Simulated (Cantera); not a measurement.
# Adiabatic ignition

An adiabatic, constant-volume homogeneous reactor starts with CH₄ : H₂ : O₂ : N₂ = 1 : 0.27 : 3.75 : 14.1 (molar parts), equivalence ratio 0.57, at 1450 K and 100000 Pa.

Computed with Cantera and GRI-Mech 3.0 (53 species, 325 reactions).

| t (s) | T (K) | P (bar) | x CH₄ | x H₂ | x O₂ | x CO | x C₂H₆ | x C₂H |
|---|---|---|---|---|---|---|---|---|
| 4.00e-6 | 1450 | 1.000 | 0.0523 | 0.0141 | 0.196 | 1.22e-12 | <1e-12 | <1e-12 |
| 1.02e-5 | 1450 | 1.000 | 0.0523 | 0.0141 | 0.196 | 1.86e-11 | 2.37e-11 | <1e-12 |
| 2.60e-5 | 1450 | 1.000 | 0.0523 | 0.0141 | 0.196 | 3.29e-10 | 6.20e-10 | <1e-12 |
| 6.62e-5 | 1450 | 1.000 | 0.0523 | 0.0141 | 0.196 | 9.92e-9 | 2.59e-8 | <1e-12 |
| 0.000169 | 1450 | 1.00 | 0.0522 | 0.0141 | 0.196 | 1.58e-6 | 5.02e-6 | <1e-12 |
| 0.000430 | 1527 | 1.05 | 0.0421 | 0.0148 | 0.188 | 0.00292 | 0.00103 | 2.10e-10 |
| 0.00110 | 2659 | 1.85 | <1e-12 | 0.00336 | 0.0816 | 0.00903 | <1e-12 | <1e-12 |
| 0.00279 | 2649 | 1.84 | <1e-12 | 0.00329 | 0.0784 | 0.00883 | <1e-12 | <1e-12 |
| 0.00711 | 2640 | 1.83 | <1e-12 | 0.00324 | 0.0758 | 0.00867 | <1e-12 | <1e-12 |
| 0.0181 | 2638 | 1.83 | <1e-12 | 0.00323 | 0.0754 | 0.00864 | <1e-12 | <1e-12 |
| 0.0462 | 2638 | 1.83 | <1e-12 | 0.00323 | 0.0754 | 0.00864 | <1e-12 | <1e-12 |
| 0.118 | 2638 | 1.83 | <1e-12 | 0.00323 | 0.0754 | 0.00864 | <1e-12 | <1e-12 |
| 0.300 | 2638 | 1.83 | <1e-12 | 0.00323 | 0.0754 | 0.00864 | <1e-12 | <1e-12 |
x: mole fraction; the columns are a selection and need not sum to one.

```yaml
time_of_steepest_temperature_rise: 0.477 ms
temperature at 0.300 s: 2638 K
equilibrium_temperature: 2638 K
x(CH₄) at 0.300 s: <1e-12 (gas-phase equilibrium <1e-12)
x(H₂) at 0.300 s: 0.00323 (gas-phase equilibrium 0.00323)
x(O₂) at 0.300 s: 0.0754 (gas-phase equilibrium 0.0754)
```
